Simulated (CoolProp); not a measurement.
Vapour-liquid equilibrium of dimethyl ether (1) + n-butane (2) at 270.5 K; x and y are mole fractions of (1).

Values from CoolProp's multi-fluid Helmholtz-energy mixture model, Wu 2011 and Bücker 2006; pair parameters Bell 2016.

| x | bubble pressure, mixture model (MPa) | bubble pressure, Raoult's law (MPa) | y, mixture model | y, Raoult's law |
|---|---|---|---|---|
| 0.05 | 0.1080 | 0.1007 | 0.173 | 0.120 |
| 0.15 | 0.1336 | 0.1157 | 0.390 | 0.315 |
| 0.25 | 0.1548 | 0.1306 | 0.522 | 0.465 |
| 0.35 | 0.1726 | 0.1456 | 0.615 | 0.584 |
| 0.45 | 0.1876 | 0.1605 | 0.685 | 0.680 |
| 0.55 | 0.2005 | 0.1755 | 0.744 | 0.761 |
| 0.65 | 0.2118 | 0.1904 | 0.797 | 0.829 |
| 0.75 | 0.2220 | 0.2054 | 0.849 | 0.886 |
| 0.85 | 0.2311 | 0.2203 | 0.903 | 0.937 |
| 0.95 | 0.2392 | 0.2353 | 0.965 | 0.980 |

The largest gap from Raoult's law is +18.5 % in bubble pressure, at x = 0.35. No azeotrope shows between x = 0.05 and 0.95.

The pair parameters rest on a limited set of measurements; away from them the model extrapolates.
